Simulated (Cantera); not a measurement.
Charge: 1 mol MgO, 0.041 mol HCl, 0.14 mol N2, equilibrated at 2100 Torr.

Method: chemical equilibrium by Gibbs-energy minimisation in Cantera with the NASA 1993 tables (ideal gas, pure condensed phases). Candidate condensed phases: H2O, Mg, MgCl2, MgO, Mg(OH)2, NH4Cl; 38 gas species. Mutual solubility and eutectic melting of coexisting phases are not modelled. Equilibrium is a limit: real reactors are often held back by kinetics, nucleation or transport.

x: gas mole fraction; n: condensed amount in mol.

```tsv
T (°C)	x N2	x HCl	x MgCl2	x H2O	x Cl	x H2	n MgCl2(l)	n MgO(s)
925	0.775	0.217	0.00294	0.00520	?	9.63e-6	0.000408	0.999
950	0.774	0.217	0.00430	0.00478	?	1.21e-5	8.52e-5	0.999
975	0.773	0.216	0.00519	0.00519	?	1.51e-5	0	0.999
1000	0.773	0.215	0.00590	0.00590	?	1.86e-5	0	0.999
1025	0.773	0.213	0.00666	0.00666	?	2.29e-5	0	0.999
1050	0.773	0.211	0.00748	0.00748	?	2.81e-5	0	0.999
1075	0.773	0.210	0.00836	0.00836	?	3.43e-5	0	0.998
```

Q: Some entries are withheld; supply them.

A: 
- 925, x Cl: 6.88e-6
- 950, x Cl: 9.65e-6
- 975, x Cl: 1.33e-5
- 1000, x Cl: 1.80e-5
- 1025, x Cl: 2.40e-5
- 1050, x Cl: 3.17e-5
- 1075, x Cl: 4.13e-5
